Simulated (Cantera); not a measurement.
Input: 1 mol SiHCl3, 3.5 mol HCl, 35 mol N2, equilibrated at 101000 Pa.

Equilibrium computed with Cantera from the NASA thermochemical tables; the gas is ideal and each condensed phase is pure. Candidate condensed phases: NH4Cl, Si, Si3N4; 28 gas species. N2 is the only nitrogen source here; it is nearly inert below about 1500 K, so the nitride shown seldom forms there in practice. The tables' values for SiCl3 are old estimates; treat these amounts as uncertain. Kinetics and transport are ignored.

**Question.** At 1123 K, list the 4 most abundant gas species with their mole fractions, and the condensed phases.

**Answer.** N2 0.883, HCl 0.0768, SiCl4 0.0218, H2 0.0184. Condensed: Si3N4(s).
